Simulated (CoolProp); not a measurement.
A simple Rankine cycle with R141b: condensing at 312.15 K, boiler at 1.22 MPa, turbine inlet 441.6 K, turbine efficiency 0.9, pump efficiency 0.6, no recuperator. Each further row changes one setting.

Computed with CoolProp (reference Helmholtz-energy equation of state, Lemmon 2006). It is a short technical equation, of lower accuracy than the large ones.

```json
[
 {"case": "as stated", "thermal efficiency (%)": "16.3", "net work (kJ/kg)": "52.1", "heat in (kJ/kg)": "318", "turbine exit temperature (K)": "367.8", "volume ratio over the turbine": "8.96"},
 {"case": "turbine inlet 461.6 K", "thermal efficiency (%)": "16.3", "net work (kJ/kg)": "55.4", "heat in (kJ/kg)": "339", "turbine exit temperature (K)": "387.7", "volume ratio over the turbine": "8.84"},
 {"case": "condensing temperature 304.15 K", "thermal efficiency (%)": "17.7", "net work (kJ/kg)": "58.2", "heat in (kJ/kg)": "328", "turbine exit temperature (K)": "360.1", "volume ratio over the turbine": "11.6"},
 {"case": "boiler pressure 0.854 MPa", "thermal efficiency (%)": "14.2", "net work (kJ/kg)": "45.9", "heat in (kJ/kg)": "324", "turbine exit temperature (K)": "381.1", "volume ratio over the turbine": "6.19"},
 {"case": "turbine efficiency 0.8", "thermal efficiency (%)": "14.5", "net work (kJ/kg)": "46.1", "heat in (kJ/kg)": "318", "turbine exit temperature (K)": "374.7", "volume ratio over the turbine": "9.14"}
]
```
